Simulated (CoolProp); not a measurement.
A closed Brayton cycle with dry air: compressor inlet 319.15 K and 3.6 MPa, high pressure 6.95 MPa, turbine inlet 660 K, compressor efficiency 0.85, turbine efficiency 0.85, recuperator effectiveness 0.95 (on enthalpy, no pinch check). Each further row changes one setting.

Computed with CoolProp (reference Helmholtz-energy equation of state, Lemmon 2000). It is a pseudo-pure fit of the blend.

```
case                           thermal efficiency (%)  net work (kJ/kg)  compressor to turbine work  compressor exit (K)  turbine exit (K)
-----------------------------  ----------------------  ----------------  --------------------------  -------------------  ----------------
as stated                                        18.3              20.3                        0.79                397.3             567.5
turbine inlet 610 K                              12.5              12.7                        0.86                397.3             523.6
compressor inlet 329.15 K                        16.1              17.7                        0.82                409.7             567.5
high pressure 5.91 MPa                           20.4              18.3                        0.76                376.7             589.0
recuperator effectiveness 0.5                    10.6              20.3                        0.79                397.3             567.5
```
